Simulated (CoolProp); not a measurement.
Vapour-liquid equilibrium of dimethyl ether (1) + chloromethane (R40) (2) at 70.3 kPa; x and y are mole fractions of (1).

Values from CoolProp's multi-fluid Helmholtz-energy mixture model, Wu 2011 and Thol 2014; pair parameters Bell 2016.

```tsv
x	bubble temperature (K)	y at the bubble point	dew temperature at overall composition x (K)	liquid density (mol/L)
0.05	241.3	0.041	241.3	19.91
0.2	241.8	0.181	241.9	19.24
0.35	242.1	0.339	242.1	18.60
0.5	242.1	0.508	242.1	18.00
0.65	241.9	0.675	241.9	17.43
0.8	241.3	0.829	241.5	16.88
0.95	240.6	0.962	240.7	16.37
```

y crosses x between x = 0.35 and 0.5: the model has an azeotrope there.

The pair parameters rest on a limited set of measurements; away from them the model extrapolates.
